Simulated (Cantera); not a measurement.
Mixture: CH4 : O2 : N2 = 1 : 1.05 : 4.74 (molar parts), equivalence ratio 1.9, at 5.00 bar, adiabatic and at constant pressure. Ignition delay is the time to a rise of 400 K.

Detailed kinetics in Cantera: GRI-Mech 3.0 (53 species, 325 reactions).

Question: Predict: delay at 1223 K; delay at 1373 K; delay at 1523 K; delay at 1673 K; apparent activation energy between 1598 and 1748 K.

Answer: 
```json
{
  "delay at 1223 K": "12.5 ms",
  "delay at 1373 K": "2.11 ms",
  "delay at 1523 K": "0.424 ms",
  "delay at 1673 K": "0.102 ms",
  "apparent activation energy between 1598 and 1748 K": "200 kJ/mol"
}
```
